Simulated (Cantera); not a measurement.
Charge: 1 mol SiCl₄, 52 mol H₂, at 3.90 mbar.

These are equilibrium values from Cantera (NASA tables, ideal gas, pure condensed phases), not measurements of a reactor. Candidate condensed phases: Si; 19 gas species. Kinetics and transport are ignored.

Over these rows the condensed part is Si(s). Partial pressures as log10 of bar:

```
T (K)  1000/T (1/K)  log p SiHCl₃  log p H₂  log p HCl
-----  ------------  ------------  --------  ---------
1223         0.8177         -6.09     -2.44      -3.67
1273         0.7855         -6.44     -2.44      -3.67
1323         0.7559         -6.76     -2.44      -3.67
1373         0.7283         -7.08     -2.44      -3.67
1423         0.7027             ?     -2.44      -3.67
1473         0.6789         -7.64     -2.44      -3.68
```

Q: Fit log p(SiHCl₃) = a + b·(1000/T) to the five rows, give the apparent enthalpy, and predict the row at 1423 K.

A: Means: 1000/T = 0.7533, log p = -6.802. Sxy = 0.126916, Sxx = 0.0113513, so b = 11.18 and a = -6.802 − (11.18)×0.7533 = -15.22.
Apparent enthalpy: −19.145 × (11.18) = -214 kJ/mol. With the condensed phases at unit activity, Si(s) + 3 HCl(g) = SiHCl₃(g) + H₂(g) links this pressure to the main gases: over the six rows their terms move log p by -0.03 in all, so the slope is close to that reaction's ΔH°. The five rows lie within 0.01 of the line.
Prediction at 1423 K: -15.22 + (11.18)×0.7027 = -7.36. The computed value is -7.37, 0.01 from the line.
